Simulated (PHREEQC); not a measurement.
AlCl3 is added in steps, without added water, to 1 kg of water holding 0.0021 mol Pb(NO3)2 and 0.00026 mol CaCl2, at 25 °C. O2 is buffered at 0.21 atm. The system is closed to CO2. Solids allowed: Portlandite, Al(OH)3(a), Litharge, Cotunnite, Laurionite. Others were left out.

Base run: PHREEQC, ion-association model, wateq4f.dat. Each further column changes one thing. The table gives PbCl+ (mol/kgw).

| AlCl3 added (mol) | base | CaCl2 from 0.00026 to 2.6e-05 mol/kgw | diluted 2-fold with water | CaCl2 from 0.00026 to 5.2e-05 mol/kgw | no solid may form |
|---|---|---|---|---|---|
| 0 | 2.74e-5 | 2.81e-6 | 7.87e-6 | 5.60e-6 | 2.74e-5 |
| 0.00084 | 0.000140 | 0.000121 | 7.07e-5 | 0.000123 | 0.000140 |
| 0.00168 | 0.000229 | 0.000213 | 0.000118 | 0.000215 | 0.000229 |
| 0.00252 | 0.000303 | 0.000290 | 0.000157 | 0.000291 | 0.000303 |
| 0.00336 | 0.000366 | 0.000354 | 0.000189 | 0.000356 | 0.000366 |
| 0.0042 | 0.000421 | 0.000411 | 0.000217 | 0.000412 | 0.000421 |
| 0.00504 | 0.000470 | 0.000460 | 0.000241 | 0.000461 | 0.000470 |
| 0.00588 | 0.000513 | 0.000505 | 0.000263 | 0.000506 | 0.000513 |
| 0.00672 | 0.000552 | 0.000545 | 0.000283 | 0.000545 | 0.000552 |
| 0.00756 | 0.000588 | 0.000581 | 0.000301 | 0.000582 | 0.000588 |
| 0.0084 | 0.000620 | 0.000614 | 0.000317 | 0.000615 | 0.000620 |
